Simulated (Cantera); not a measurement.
An adiabatic, constant-pressure homogeneous reactor starts with 2.75 % C3H8, 7.64 % O2, 84.1 % N2, 5.50 % CO2, equivalence ratio 1.8, at 1148 K and 500000 Pa.

Model: GRI-Mech 3.0 (53 species, 325 reactions), integrated in Cantera. GRI-Mech 3.0 was tuned for natural gas; its chemistry of propane as a main component is partial and can be far from experiment.

**Question.** Predict: time of steepest temperature rise; temperature at 2.00 s; equilibrium temperature; x(CO2) at 2.00 s.

**Answer.** time of steepest temperature rise: 16.7 ms
temperature at 2.00 s: 1730 K
equilibrium temperature: 1730 K
x(CO2) at 2.00 s: 0.0469 (gas-phase equilibrium 0.0469)
